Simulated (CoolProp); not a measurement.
Vapour-liquid equilibrium of R13 (1) + n-butane (2) at 0.301 bar; x and y are mole fractions of (1).

The numbers come from the multi-fluid Helmholtz-energy mixture model, Platzer 1990 and Bücker 2006; pair parameters Bell 2016 in CoolProp. This equation is an older, rougher fit; its heat capacities, sound speeds and derivatives of the liquid may be far off and weren't checked against measurements.

```json
[
 {"x": "0.05", "bubble temperature (K)": "207.4", "y at the bubble point": "___", "dew temperature at overall composition x (K)": "243.4", "liquid density (mol/L)": "11.59"},
 {"x": "0.125", "bubble temperature (K)": "191.0", "y at the bubble point": "0.972", "dew temperature at overall composition x (K)": "241.8", "liquid density (mol/L)": "12.06"},
 {"x": "0.2", "bubble temperature (K)": "184.7", "y at the bubble point": "0.985", "dew temperature at overall composition x (K)": "240.0", "liquid density (mol/L)": "12.37"},
 {"x": "0.275", "bubble temperature (K)": "181.4", "y at the bubble point": "0.990", "dew temperature at overall composition x (K)": "238.1", "liquid density (mol/L)": "12.64"},
 {"x": "0.35", "bubble temperature (K)": "179.4", "y at the bubble point": "0.992", "dew temperature at overall composition x (K)": "236.0", "liquid density (mol/L)": "12.89"},
 {"x": "0.425", "bubble temperature (K)": "178.1", "y at the bubble point": "0.993", "dew temperature at overall composition x (K)": "233.8", "liquid density (mol/L)": "13.14"},
 {"x": "0.5", "bubble temperature (K)": "177.2", "y at the bubble point": "0.994", "dew temperature at overall composition x (K)": "231.2", "liquid density (mol/L)": "___"},
 {"x": "0.575", "bubble temperature (K)": "176.4", "y at the bubble point": "0.995", "dew temperature at overall composition x (K)": "228.4", "liquid density (mol/L)": "13.64"},
 {"x": "0.65", "bubble temperature (K)": "175.7", "y at the bubble point": "0.995", "dew temperature at overall composition x (K)": "225.1", "liquid density (mol/L)": "13.90"},
 {"x": "0.725", "bubble temperature (K)": "175.0", "y at the bubble point": "0.996", "dew temperature at overall composition x (K)": "221.1", "liquid density (mol/L)": "14.17"},
 {"x": "0.8", "bubble temperature (K)": "174.2", "y at the bubble point": "0.997", "dew temperature at overall composition x (K)": "___", "liquid density (mol/L)": "14.45"},
 {"x": "0.875", "bubble temperature (K)": "173.4", "y at the bubble point": "0.998", "dew temperature at overall composition x (K)": "209.3", "liquid density (mol/L)": "14.74"},
 {"x": "0.95", "bubble temperature (K)": "172.4", "y at the bubble point": "0.999", "dew temperature at overall composition x (K)": "___", "liquid density (mol/L)": "15.05"}
]
```

Problem. Some entries are withheld; supply them.

Solution. 
- 0.05, y at the bubble point: 0.892
- 0.5, liquid density (mol/L): 13.39
- 0.8, dew temperature at overall composition x (K): 216.2
- 0.95, dew temperature at overall composition x (K): 197.5

No azeotrope shows between x = 0.05 and 0.95.

The pair parameters rest on a limited set of measurements; away from them the model extrapolates. With so large a gap from Raoult's law the liquid may split in two, which this calculation doesn't test in full.
